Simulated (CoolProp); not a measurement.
The fluid at 298.15 K and 6.12 MPa flows at 0.6 m/s in a round tube of 12.7 mm bore and 1.5 µm roughness, fully developed (64/Re and Nu = 3.66 if laminar; Colebrook and Gnielinski if turbulent). The same conditions are run with several fluids, on thermodynamics alone (safety and materials aside).

Values from CoolProp's reference Helmholtz-energy equation of state of each fluid (ethane: Bücker 2006; m-xylene: Zhou 2012; R22: Kamei 1995; C3F8 (R218): Lemmon 2006; R410A: Lemmon 2003). Blends and air are pseudo-pure fits.

Task: Rank ethane, m-xylene, R22, C3F8 (R218), R410A by Reynolds number, highest first.

Result: R22 (66400), R410A (63100), ethane (59300), C3F8 (R218) (51700), m-xylene (10800)

```tsv
fluid	Darcy friction factor	pressure drop (Pa/m)	heat-transfer coefficient (W/(m² K))	mass flow (kg/h)
ethane	0.0206	103	1490	97.0
m-xylene	0.0305	373	919	236
R22	0.0201	347	1620	333
C3F8 (R218)	0.0212	418	1120	381
R410A	0.0203	316	1790	300
```

Transport values come from each fluid's own correlations; those of R22, C3F8 (R218) are estimates that may be off by 10 % or more.
